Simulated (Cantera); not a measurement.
Premixed flame

A freely propagating, adiabatic, planar premixed flame of 9.34 % CH4, 19.0 % O2, 71.6 % N2, unburnt at 550 K and 1.00 atm; mixture-averaged transport, grid criteria slope 0.08 and curve 0.16, no radiation.

Model: GRI-Mech 3.0 (53 species, 325 reactions), integrated in Cantera. Burning velocities carry a grid error of a few per cent, more on coarse grids.

```json
[
 {"z (mm)": "-1.03", "T (K)": "550", "u (m/s)": "1.09", "x CH4": "0.0933", "x O2": "0.190", "x CO2": "1.02e-7", "x H2": "0.000779", "x CO": "1.92e-6", "x CH2CO": "<1e-8"},
 {"z (mm)": "-0.685", "T (K)": "551", "u (m/s)": "1.10", "x CH4": "0.0930", "x O2": "0.190", "x CO2": "1.77e-6", "x H2": "0.00231", "x CO": "2.39e-5", "x CH2CO": "<1e-8"},
 {"z (mm)": "-0.514", "T (K)": "558", "u (m/s)": "1.11", "x CH4": "0.0924", "x O2": "0.189", "x CO2": "1.56e-5", "x H2": "0.00441", "x CO": "0.000151", "x CH2CO": "4.84e-8"},
 {"z (mm)": "-0.343", "T (K)": "605", "u (m/s)": "1.21", "x CH4": "0.0888", "x O2": "0.185", "x CO2": "0.000205", "x H2": "0.00877", "x CO": "0.00130", "x CH2CO": "8.24e-7"},
 {"z (mm)": "-0.171", "T (K)": "967", "u (m/s)": "1.97", "x CH4": "0.0653", "x O2": "0.156", "x CO2": "0.00361", "x H2": "0.0166", "x CO": "0.0132", "x CH2CO": "2.38e-5"},
 {"z (mm)": "-0.0857", "T (K)": "1377", "u (m/s)": "2.83", "x CH4": "0.0365", "x O2": "0.116", "x CO2": "0.0106", "x H2": "0.0208", "x CO": "0.0307", "x CH2CO": "9.01e-5"},
 {"z (mm)": "0", "T (K)": "1768", "u (m/s)": "3.66", "x CH4": "0.00892", "x O2": "0.0674", "x CO2": "0.0230", "x H2": "0.0212", "x CO": "0.0490", "x CH2CO": "0.000109"},
 {"z (mm)": "0.0857", "T (K)": "1930", "u (m/s)": "4.00", "x CH4": "0.000679", "x O2": "0.0390", "x CO2": "0.0372", "x H2": "0.0166", "x CO": "0.0486", "x CH2CO": "1.94e-5"},
 {"z (mm)": "0.171", "T (K)": "1975", "u (m/s)": "4.08", "x CH4": "2.69e-5", "x O2": "0.0292", "x CO2": "0.0480", "x H2": "0.0140", "x CO": "0.0402", "x CH2CO": "9.78e-7"},
 {"z (mm)": "0.343", "T (K)": "2026", "u (m/s)": "4.16", "x CH4": "3.98e-8", "x O2": "0.0239", "x CO2": "0.0587", "x H2": "0.0132", "x CO": "0.0308", "x CH2CO": "<1e-8"},
 {"z (mm)": "0.685", "T (K)": "2091", "u (m/s)": "4.27", "x CH4": "<1e-8", "x O2": "0.0209", "x CO2": "0.0645", "x H2": "0.0123", "x CO": "0.0257", "x CH2CO": "<1e-8"},
 {"z (mm)": "1.37", "T (K)": "2167", "u (m/s)": "4.41", "x CH4": "<1e-8", "x O2": "0.0181", "x CO2": "0.0681", "x H2": "0.0103", "x CO": "0.0225", "x CH2CO": "<1e-8"},
 {"z (mm)": "2.74", "T (K)": "2240", "u (m/s)": "4.53", "x CH4": "<1e-8", "x O2": "0.0152", "x CO2": "0.0722", "x H2": "0.00811", "x CO": "0.0189", "x CH2CO": "<1e-8"}
]
```
x: mole fraction of selected species; z is measured from the peak of heat release.

* **laminar burning velocity**: 109 cm/s
* **thermal thickness**: 0.343 mm
* **peak x(H2)**: 0.0219
* **peak x(CO)**: 0.0512
* **peak x(CH2CO)**: 0.000125
* **grid points**: 148
